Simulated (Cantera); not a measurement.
A closed system holds: 1 mol Al(CH3)3, 4.3 mol N2O, 97 mol H2, equilibrated at 1750 °C and 3.53 Torr.

Method: chemical equilibrium by Gibbs-energy minimisation in Cantera with the NASA 1993 tables (ideal gas, pure condensed phases). Candidate condensed phases: Al, AlN, Al2O3, C, C6H6, C7H8, C8H18, H2O; 148 gas species. The feed counts by its element totals alone. The tables' values for AlOH are old estimates; treat these amounts as uncertain. Equilibrium is a limit: real reactors are often held back by kinetics, nucleation or transport.

Base state: H2 0.906, N2 0.0389, CO 0.0272, H 0.0264, Al 0.00114, H2O 0.000485, Al2O 0.000268, AlOH 4.98e-5 (mole fractions); condensed: Al2O3(s).

### Question
What changes in the equilibrium state with this change: N2O from 4.3 to 2.6 mol?

### Answer
```json
[
 {"species": "H2", "before": "0.906", "after": "0.915"},
 {"species": "H", "before": "0.0264", "after": "0.0265"},
 {"species": "CO", "before": "0.0272", "after": "0.0238"},
 {"species": "N2", "before": "0.0389", "after": "0.0227"},
 {"species": "Al", "before": "0.00114", "after": "0.00900"},
 {"species": "C2H2 (acetylene)", "before": "<1e-9", "after": "0.000695"},
 {"species": "H2O", "before": "0.000485", "after": "1.19e-8"},
 {"species": "HCN", "before": "7.73e-8", "after": "0.00214"},
 {"species": "HNC", "before": "4.58e-9", "after": "0.000127"},
 {"species": "Al2O3(s), mol", "before": "0.403", "after": "0"}
]
```
